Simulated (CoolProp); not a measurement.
Vapour-liquid equilibrium of R22 (1) + C3F8 (R218) (2) at 272 K; x and y are mole fractions of (1).

Values from CoolProp's multi-fluid Helmholtz-energy mixture model, Kamei 1995 and Lemmon 2006; pair parameters Bell 2016.

```
x     bubble pressure, mixture model (MPa)  bubble pressure, Raoult's law (MPa)  y, mixture model  y, Raoult's law
----  ------------------------------------  -----------------------------------  ----------------  ---------------
0.05                                0.4363                               0.4032             0.117            0.059
0.2                                 0.5208                               0.4153             0.344            0.231
0.35                                0.5695                               0.4274             0.473            0.393
0.5                                 0.5918                               0.4394             0.559            0.546
0.65                                0.5958                               0.4515             0.630            0.691
0.8                                 0.5802                               0.4635             0.716            0.828
0.95                                0.5207                               0.4756             0.887            0.958
```

The largest gap from Raoult's law is +34.7 % in bubble pressure, at x = 0.5. y crosses x between x = 0.5 and 0.65: the model has an azeotrope there.

The pair parameters rest on a limited set of measurements; away from them the model extrapolates.
